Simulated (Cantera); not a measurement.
Charge: 1 mol SiH2Cl2, 8.5 mol NO, 56 mol N2, held at 1950 K.

These are equilibrium values from Cantera (NASA tables, ideal gas, pure condensed phases), not measurements of a reactor. Candidate condensed phases: H2O, NH4Cl, Si, SiO2, Si2N2O, Si3N4; 47 gas species. The tables hold silica as quartz up to 1696 K and as liquid above; real silica turns to tridymite and cristobalite and melts near 1996 K. Equilibrium is a limit: real reactors are often held back by kinetics, nucleation or transport.

Task: What share of the Si ends up in condensed phases as a function of P (Pa), at 5, 26, 140, 710, 3700, 19000, 100000?

Result: 
| P (Pa) | Si condensed (%) | as |
|---|---|---|
| 5 | 0.0 | - |
| 26 | 48.3 | SiO2(condensed) |
| 140 | 95.6 | SiO2(condensed) |
| 710 | 99.6 | SiO2(condensed) |
| 3700 | 100.0 | SiO2(condensed) |
| 19000 | 100.0 | SiO2(condensed) |
| 100000 | 100.0 | SiO2(condensed) |
